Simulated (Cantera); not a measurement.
Feed: 1 mol SiO₂, 2.2 mol Al₂O₃, 3.1 mol N₂, equilibrated at 700 K and 0.180 bar.

Method: chemical equilibrium by Gibbs-energy minimisation in Cantera with the NASA 1993 tables (ideal gas, pure condensed phases). Candidate condensed phases: Al, AlN, Al₂O₃, Al₂SiO₅, Al₆Si₂O₁₃, Si, SiO₂, Si₂N₂O, Si₃N₄; 23 gas species. Condensed phases not in the tables: alloys, solid solutions and most ternary compounds. Kinetics and transport are ignored.

Base state: N₂ 1.00 (mole fractions); condensed: Al₂O₃(s) + Al₂SiO₅(andalusite).

Question: What changes in the equilibrium state with this change: temperature from 700 K to 1775 K?

Answer: 
```
species                   before  after
------------------------  ------  -----
N₂                          1.00  1.000
Al₂O₃(s), mol               1.20  0.700
Al₂SiO₅(andalusite), mol    1.00      0
Al₆Si₂O₁₃(mullite), mol        0  0.500
```
Mutual solubility and eutectic melting of coexisting phases are not modelled.

Question: What changes in the equilibrium state with this change: 0.074 mol NH₃ added?

Answer: 
```tsv
species	before	after
N₂	1.00	0.966
H₂	0	0.0342
NH₃	0	1.05e-5
Al₂O₃(s), mol	1.20	1.20
Al₂SiO₅(andalusite), mol	1.00	1.00
```
Further candidate phases: H₂O.
